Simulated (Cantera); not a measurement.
A freely propagating, adiabatic, planar premixed flame of H2 : O2 : N2 = 1 : 0.581 : 2.19 (molar parts), unburnt at 575 K and 1.78 atm; mixture-averaged transport, grid criteria slope 0.08 and curve 0.16, no radiation.

Model: the H2/O2 subset of GRI-Mech 3.0, which has no nitrogen chemistry, integrated in Cantera. Burning velocities carry a grid error of a few per cent, more on coarse grids.

**Question.** What does this change do: 0.17 parts H2O added?

**Answer.** 
```tsv
quantity	before	after
laminar burning velocity	602 cm/s	534 cm/s
thermal thickness	0.211 mm	0.202 mm
peak x(O)	0.0125	0.00984
peak x(H2O2)	3.48e-5	4.32e-5
peak x(H)	0.0371	0.0298
peak x(OH)	0.0178	0.0161
```
